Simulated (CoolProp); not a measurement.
Model: reference Helmholtz-energy equation of state, Gao 2022, in CoolProp.

Task: For n-perfluorobutane, give the phase and the cp (kJ/(kg K)), expansivity (1/kK), fugacity coefficient at 172.35 °C and 3.25 MPa.

Result: 
- 172.35 °C and 3.25 MPa: supercritical; cp 1.19, expansivity 8.28, fugacity coefficient 0.745
